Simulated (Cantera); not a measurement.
Feed: 1 mol PbO, 0.02 mol H₂O, 0.3 mol N₂, held at 56.3 Torr.

Method: chemical equilibrium by Gibbs-energy minimisation in Cantera with the NASA 1993 tables (ideal gas, pure condensed phases). Candidate condensed phases: H₂O, Pb, PbO, PbO₂, Pb₃O₄; 27 gas species. Gases not in the tables: (PbO)n polymers. Rates play no part.

Problem. Which condensed phases are stable at each of these points (T (°C)): 600, 700, 800, 900, 1000, 1100, 1200, 1300, 1400, 1500?

Solution. 
| T (°C) | condensed phases | Pb condensed (%) |
|---|---|---|
| 600 | PbO(yellow) | 100.0 |
| 700 | PbO(yellow) | 100.0 |
| 800 | PbO(yellow) | 100.0 |
| 900 | PbO(l) | 100.0 |
| 1000 | PbO(l) | 99.9 |
| 1100 | PbO(l) | 99.2 |
| 1200 | PbO(l) | 96.5 |
| 1300 | PbO(l) | 83.2 |
| 1400 | gas only | 0.0 |
| 1500 | gas only | 0.0 |

From 600 °C to 800 °C the condensed part is PbO(yellow). From 900 °C to 1300 °C the condensed part is PbO(l). From 1400 °C to 1500 °C nothing is condensed.
